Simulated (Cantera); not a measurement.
## Thermodynamics of boron, boron nitride and boron oxide, feed B2H6 + H2 + N2

Charge: 1 mol B2H6, 94 mol H2, a varied amount of N2, at 1075 °C and 46.0 Pa.

Equilibrium computed with Cantera from the NASA thermochemical tables; the gas is ideal and each condensed phase is pure. Candidate condensed phases: B, BN; 15 gas species. The feed counts by its element totals alone. N2 is the only nitrogen source here; it is nearly inert below about 1500 K, so the nitride shown seldom forms there in practice. Mutual solubility and eutectic melting of coexisting phases are not modelled. Equilibrium is a limit: real reactors are often held back by kinetics, nucleation or transport.

From 0.2 mol N2 to 0.87 mol N2 the condensed part is B(s) + BN(s). From 1 mol N2 to 1.2 mol N2 the condensed part is BN(s).

```csv
n(N2) (mol),x H2,x N2,x H,x BH2,x BH3,x NH3,n B(s),n BN(s)
0.2,1.000,1.30e-7,0.000108,1.72e-6,5.82e-8,1.71e-11,1.60,0.400
0.37,1.000,1.30e-7,0.000108,1.72e-6,5.82e-8,1.71e-11,1.26,0.740
0.54,1.000,1.30e-7,0.000108,1.72e-6,5.82e-8,1.71e-11,0.920,1.08
0.7,1.000,1.30e-7,0.000108,1.72e-6,5.82e-8,1.71e-11,0.600,1.40
0.87,1.000,1.30e-7,0.000108,1.72e-6,5.82e-8,1.71e-11,0.260,1.74
1,1.000,4.67e-7,0.000108,9.04e-7,3.07e-8,3.24e-11,0,2.00
1.2,0.998,0.00206,0.000108,1.36e-8,4.61e-10,2.14e-9,0,2.00
```
x: gas mole fraction; n: condensed amount in mol.
